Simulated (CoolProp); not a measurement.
Values from CoolProp's reference Helmholtz-energy equation of state, Thol 2018.

Problem. For hydrogen chloride, give the phase and the density (kg/m³), Joule-Thomson coefficient (K/MPa), isothermal compressibility (1/MPa), fugacity coefficient at 285.4 K and 25.6 bar; 285.4 K and 28.8 bar; 285.4 K and 38.4 bar.

Solution. 
- 285.4 K and 25.6 bar: gas; density 49.4, Joule-Thomson coefficient 16.2, isothermal compressibility 0.515, fugacity coefficient 0.830
- 285.4 K and 28.8 bar: gas; density 58.0, Joule-Thomson coefficient 16.1, isothermal compressibility 0.488, fugacity coefficient 0.809
- 285.4 K and 38.4 bar: liquid; density 878, Joule-Thomson coefficient 0.355, isothermal compressibility 0.00868, fugacity coefficient 0.706
